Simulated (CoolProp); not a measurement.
The fluid at 298.15 K and 0.0425 MPa flows at 0.2 m/s in a round tube of 50 mm bore and 15 µm roughness, fully developed (64/Re and Nu = 3.66 if laminar; Colebrook and Gnielinski if turbulent). The same conditions are run with several fluids, on thermodynamics alone (safety and materials aside).

Values from CoolProp's reference Helmholtz-energy equation of state of each fluid (R245fa: Akasaka 2015; R124: de Vries 1995; R410A: Lemmon 2003). Blends and air are pseudo-pure fits.

Problem. Rank R245fa, R124, R410A by Reynolds number, highest first.

Solution. R245fa (1980), R124 (1840), R410A (973)

```tsv
fluid	Darcy friction factor	pressure drop (Pa/m)	heat-transfer coefficient (W/(m² K))	mass flow (kg/h)
R245fa	0.0324	0.0302	1.15	3.30
R124	0.0349	0.0330	0.962	3.34
R410A	0.0658	0.0329	0.971	1.77
```

Transport values come from each fluid's own correlations; those of R245fa, R124 are estimates that may be off by 10 % or more.
